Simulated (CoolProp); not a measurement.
o-xylene along the isotherm 412.4 K: fugacity coefficient from the reference equation and from simpler models built on Tc = 630.3 K, pc = 3.737 MPa, ω = 0.312; each cubic takes its own stable root.

Computed with CoolProp (reference Helmholtz-energy equation of state, Zhou 2012).

```json
[
 {"p (MPa)": "0.133", "phase": "liquid", "reference": "0.6375", "van der Waals": "0.9718", "Peng-Robinson": "[?]"},
 {"p (MPa)": "0.267", "phase": "liquid", "reference": "[?]", "van der Waals": "0.9433", "Peng-Robinson": "0.3217"},
 {"p (MPa)": "0.4", "phase": "liquid", "reference": "0.2142", "van der Waals": "0.9150", "Peng-Robinson": "[?]"},
 {"p (MPa)": "0.534", "phase": "liquid", "reference": "0.1613", "van der Waals": "0.8755", "Peng-Robinson": "0.1626"},
 {"p (MPa)": "0.667", "phase": "liquid", "reference": "[?]", "van der Waals": "0.7074", "Peng-Robinson": "0.1308"},
 {"p (MPa)": "0.801", "phase": "liquid", "reference": "0.1087", "van der Waals": "0.5945", "Peng-Robinson": "0.1095"},
 {"p (MPa)": "0.934", "phase": "liquid", "reference": "0.09373", "van der Waals": "[?]", "Peng-Robinson": "0.09443"},
 {"p (MPa)": "1.07", "phase": "liquid", "reference": "0.08226", "van der Waals": "0.4534", "Peng-Robinson": "0.08288"},
 {"p (MPa)": "1.2", "phase": "liquid", "reference": "0.07373", "van der Waals": "0.4079", "Peng-Robinson": "0.07428"},
 {"p (MPa)": "1.33", "phase": "liquid", "reference": "0.06687", "van der Waals": "0.3713", "Peng-Robinson": "[?]"},
 {"p (MPa)": "1.47", "phase": "liquid", "reference": "0.06084", "van der Waals": "0.3392", "Peng-Robinson": "0.06130"},
 {"p (MPa)": "1.6", "phase": "liquid", "reference": "0.05619", "van der Waals": "0.3144", "Peng-Robinson": "[?]"},
 {"p (MPa)": "1.74", "phase": "liquid", "reference": "[?]", "van der Waals": "0.2919", "Peng-Robinson": "0.05234"},
 {"p (MPa)": "1.87", "phase": "liquid", "reference": "0.04859", "van der Waals": "0.2740", "Peng-Robinson": "0.04896"}
]
```

Q: Complete the blanks.

A: 
- 0.133, Peng-Robinson: 0.6423
- 0.267, reference: 0.3193
- 0.4, Peng-Robinson: 0.2159
- 0.667, reference: 0.1299
- 0.934, van der Waals: 0.5145
- 1.33, Peng-Robinson: 0.06737
- 1.6, Peng-Robinson: 0.05661
- 1.74, reference: 0.05196

At some of these states van der Waals gives the other phase, because its saturation line lies elsewhere.
